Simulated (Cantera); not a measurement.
A closed system holds: 1 mol S, 0.071 mol SO2, 1.4 mol H2, held at 1198 K and 17.0 bar.

Equilibrium computed with Cantera from the NASA thermochemical tables; the gas is ideal and each condensed phase is pure. Candidate condensed phases: H2O, H2SO4, S; 19 gas species. Gases not in the tables: S3 to S7. Rates play no part.

Task: What is the equilibrium state?

Result: 
```
Quantity                             Value
-------------------------------  ---------
x(H2S)                               0.756
x(H2)                                0.140
x(H2O)                               0.101
x(S2)                              0.00335
x(SH)                              7.80e-5
x(S2O)                             1.50e-6
gas amount                       1.405 mol
log10 activity of S(l) (absent)      -1.42
```
